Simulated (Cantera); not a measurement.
What does this Cantera script print?

```python
import numpy as np
import cantera as ct

gas = ct.Solution("SiF4_NH3_mec.yaml", "gas")
gas.TPX = 2350, 1600, {'NH3': 1, 'N2': 0.63}
inlet = ct.Reservoir(gas, clone=True)

reactor = ct.IdealGasConstPressureReactor(gas, energy="off", clone=False)
exhaust = ct.Reservoir(gas, clone=True)
tau = [19, 5.3, 1.5, 0.42, 0.12, 0.033, 0.0091, 0.0026][0]
for a, b in ((inlet, reactor), (reactor, exhaust)):
    ct.MassFlowController(a, b, mdot=lambda t: reactor.mass / tau)
net = ct.ReactorNet([reactor])
show = ['NH3', 'N2H4', 'N2H2', 'NH2', 'NH', 'N2', 'H2']

rows = []
print(f"{'tau/s':>10s}{'T/K':>9s}" + "".join(f"{s:>11s}" for s in show))
for tau in [19, 5.3, 1.5, 0.42, 0.12, 0.033, 0.0091, 0.0026]:
    net.initial_time = 0.0
    net.advance(30 * tau)
    before = gas.X
    net.advance(40 * tau)
    drift = np.max(np.abs(gas.X - before) / (gas.X + 1e-9))
    rows.append([gas.T, *gas[show].X, drift])
    print(f"{tau:10.3e}{gas.T:9.1f}" + "".join(f"{x:11.3e}" for x in gas[show].X))
```

Result:

```
     tau/s      T/K        NH3       N2H4       N2H2        NH2         NH         N2         H2
 1.900e+01   2350.0  4.418e-05  9.006e-14  2.561e-09  1.168e-05  1.996e-05  4.200e-01  5.351e-01
 5.300e+00   2350.0  2.923e-03  1.056e-11  8.478e-08  1.254e-04  3.426e-05  4.278e-01  5.616e-01
 1.500e+00   2350.0  1.955e-02  1.051e-10  4.452e-07  3.953e-04  4.992e-05  4.274e-01  5.491e-01
 4.200e-01   2350.0  6.845e-02  5.770e-10  1.727e-06  9.262e-04  7.521e-05  4.241e-01  5.043e-01
 1.200e-01   2350.0  1.838e-01  2.349e-09  5.494e-06  1.868e-03  1.044e-04  4.158e-01  3.971e-01
 3.300e-02   2350.0  3.718e-01  6.861e-09  1.316e-05  3.192e-03  1.206e-04  4.023e-01  2.218e-01
 9.100e-03   2350.0  5.231e-01  1.308e-08  1.968e-05  4.407e-03  1.043e-04  3.914e-01  8.062e-02
 2.600e-03   2350.0  5.874e-01  1.507e-08  1.744e-05  4.731e-03  6.888e-05  3.869e-01  2.075e-02
```

Model: the gas-phase N/H chemistry of the illustrative SiF4/NH3 mechanism in the Surface Chemkin manual (1991), integrated in Cantera. Walls and surfaces, which speed up NH3 decomposition in real reactors, are not modelled.
